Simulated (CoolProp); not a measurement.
The numbers come from the reference Helmholtz-energy equation of state, Tillner-Roth 1997 in CoolProp.

Question: For CH2F2 (R32), give the phase and the Joule-Thomson coefficient (K/MPa), expansivity (1/kK), viscosity (µPa s) at 253.8 K and 2.63 MPa; 253.8 K and 6.57 MPa.

Answer: 
- 253.8 K and 2.63 MPa: liquid; Joule-Thomson coefficient -0.166, expansivity 2.73, viscosity 199
- 253.8 K and 6.57 MPa: liquid; Joule-Thomson coefficient -0.187, expansivity 2.58, viscosity 208

Viscosity comes from a separate model (Bell 2016), an estimate that may be off by 10 % or more.
